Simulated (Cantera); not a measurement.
Feed: 1 mol Si₃H₈, 0.04 mol Cl₂, 100 mol N₂, held at 1477 °C and 0.00370 bar.

These are equilibrium values from Cantera (NASA tables, ideal gas, pure condensed phases), not measurements of a reactor. Candidate condensed phases: NH₄Cl, Si, Si₃N₄; 28 gas species. The feed counts by its element totals alone. The tables' values for SiN are old estimates; treat these amounts as uncertain. Kinetics and transport are ignored.

Base state: N₂ 0.960, H₂ 0.0377, H 0.000742, HCl 0.000669, Si 0.000406, SiCl₂ 3.95e-5, Si₂N 2.12e-5, SiN 1.25e-5 (mole fractions); condensed: Si(l).

Task: What changes in the equilibrium state with this change: Si₃H₈ replaced by SiCl₄?

Result: 
```tsv
species	before	after
N₂	0.960	0.973
Cl	1.02e-5	0.0172
SiCl₂	3.95e-5	0.00740
H₂	0.0377	0
H	0.000742	0
HCl	0.000669	0
SiCl₄	<1e-9	0.000664
Si(l), mol	2.95	0
```
The tables' values for SiCl₃ are old estimates; treat these amounts as uncertain.
